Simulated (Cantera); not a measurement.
Input: 1 mol Si, 2.3 mol HF, 4.6 mol Cl₂, 0.0012 mol H₂, held at 10.0 mbar.

Method: chemical equilibrium by Gibbs-energy minimisation in Cantera with the NASA 1993 tables (ideal gas, pure condensed phases). Candidate condensed phases: Si; 37 gas species. Kinetics and transport are ignored.

Question: At 1200 K, list the 4 most abundant gas species with their mole fractions, and the condensed phases.

Answer: Cl₂ 0.418, HCl 0.383, SiF₄ 0.0956, SiCl₄ 0.0713. Condensed: gas only.
